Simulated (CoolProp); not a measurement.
Computed with CoolProp (reference Helmholtz-energy equation of state, Fiedler 2023).

Give the vapour pressure (MPa), vapour density (kg/m³), enthalpy of vaporisation (kJ/kg), liquid cp (kJ/(kg K)) of saturated tetrahydrofuran at 465.7, 499.6, 510.9 K.


```
T (K)  p (MPa)  vapour density (kg/m³)  enthalpy of vaporisation (kJ/kg)  liquid cp (kJ/(kg K))
-----  -------  ----------------------  --------------------------------  ---------------------
465.7     1.80                    43.7                               291                   2.58
499.6     3.02                    81.0                               231                   3.04
510.9     3.54                     102                               204                   3.39
```
